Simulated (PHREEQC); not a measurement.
A column of 1 m (30 cells, dispersivity 0.035 m, 3600 s a shift, diffusion coefficient 3e-10 m²/s) holds 0.0068 eq of the database's cation exchanger X per kg of pore water, first in equilibrium with 0.0051 mol Na2SO4 and 1e-05 mol HCl per kg of water. It is flushed with 0.0071 mol ZnCl2 and 1e-05 mol HCl per kg of water, at 25 °C. Values are for the last cell. CO2 from the air is kept out. Precipitation was switched off in this run.

Equilibrium calculation in PHREEQC: ion-association model, phreeqc.dat.

| pore volumes | Zn in solution (mol/kgw) | S in solution (mol/kgw) | Na in solution (mol/kgw) | Cl in solution (mol/kgw) |
|---|---|---|---|---|
| 0 | 0 | 0.00510 | 0.0102 | 1.00e-5 |
| 0.1167 | 0 | 0.00510 | 0.0102 | 1.00e-5 |
| 0.3167 | 0 | 0.00510 | 0.0102 | 1.00e-5 |
| 0.4167 | 0 | 0.00510 | 0.0102 | 1.57e-5 |
| 0.6167 | 0 | 0.00488 | 0.0104 | 0.000613 |
| 0.7167 | 0 | 0.00445 | 0.0107 | 0.00183 |
| 0.9167 | 0 | 0.00295 | 0.0119 | 0.00601 |
| 1.017 | 0 | 0.00215 | 0.0125 | 0.00821 |
| 1.117 | 0 | 0.00148 | 0.0130 | 0.0101 |
| 1.317 | 1.84e-5 | 0.000612 | 0.0137 | 0.0125 |
| 1.417 | 0.00331 | 0.000372 | 0.00729 | 0.0132 |
| 1.617 | 0.00604 | 0.000127 | 0.00202 | 0.0139 |
| 1.717 | 0.00653 | 7.17e-5 | 0.00109 | 0.0140 |
| 1.917 | 0.00693 | 2.19e-5 | 0.000316 | 0.0141 |
| 2.017 | 0.00701 | 1.18e-5 | 0.000169 | 0.0142 |
| 2.117 | 0.00705 | 6.34e-6 | 9.05e-5 | 0.0142 |
| 2.317 | 0.00709 | 1.77e-6 | 2.56e-5 | 0.0142 |
| 2.417 | 0.00709 | 9.28e-7 | 1.35e-5 | 0.0142 |
| 2.617 | 0.00710 | 2.50e-7 | 3.76e-6 | 0.0142 |
| 2.717 | 0.00710 | 1.29e-7 | 1.97e-6 | 0.0142 |
| 2.917 | 0.00710 | 3.38e-8 | 5.40e-7 | 0.0142 |
| 3.017 | 0.00710 | 1.72e-8 | 2.82e-7 | 0.0142 |

Species that the database lacks are ignored.
